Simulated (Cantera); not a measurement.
A freely propagating, adiabatic, planar premixed flame of 24.7 % CO, 9.40 % H2, 13.1 % O2, 49.5 % N2, 3.22 % H2O, equivalence ratio 1.3, unburnt at 650 K and 90.0 Torr; multicomponent transport, grid criteria slope 0.08 and curve 0.16, no radiation.

Computed with Cantera and GRI-Mech 3.0 (53 species, 325 reactions). Burning velocities carry a grid error of a few per cent, more on coarse grids.

**Question.** Predict: laminar burning velocity; thermal thickness; peak x(H2O2); peak x(H).

**Answer.** 
| Item | Value |
|---|---|
| laminar burning velocity | 398 cm/s |
| thermal thickness | 10.5 mm |
| peak x(H2O2) | 7.64e-7 |
| peak x(H) | 0.0616 |
